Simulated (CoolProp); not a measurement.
Vapour-liquid equilibrium of carbon dioxide (1) + R142b (2) at 242.8 K; x and y are mole fractions of (1).

The numbers come from the multi-fluid Helmholtz-energy mixture model, Span 1996 and Lemmon 2006; pair parameters Bell 2016 in CoolProp.

| x | bubble pressure, mixture model (MPa) | bubble pressure, Raoult's law (MPa) | y, mixture model | y, Raoult's law |
|---|---|---|---|---|
| 0.05 | 0.09457 | 0.1078 | 0.598 | 0.654 |
| 0.15 | 0.2217 | 0.2450 | 0.841 | 0.864 |
| 0.25 | 0.3624 | 0.3822 | 0.911 | 0.923 |
| 0.35 | 0.5077 | 0.5194 | 0.943 | 0.951 |
| 0.45 | 0.6507 | 0.6565 | 0.960 | 0.967 |
| 0.55 | 0.7882 | 0.7937 | 0.971 | 0.978 |
| 0.65 | 0.9206 | 0.9309 | 0.979 | 0.985 |
| 0.75 | 1.051 | 1.068 | 0.986 | 0.991 |
| 0.85 | 1.186 | 1.205 | 0.991 | 0.995 |
| 0.95 | 1.332 | 1.342 | 0.997 | 0.999 |

The largest gap from Raoult's law is -12.3 % in bubble pressure, at x = 0.05. No azeotrope shows between x = 0.05 and 0.95.

The pair parameters rest on a limited set of measurements; away from them the model extrapolates.
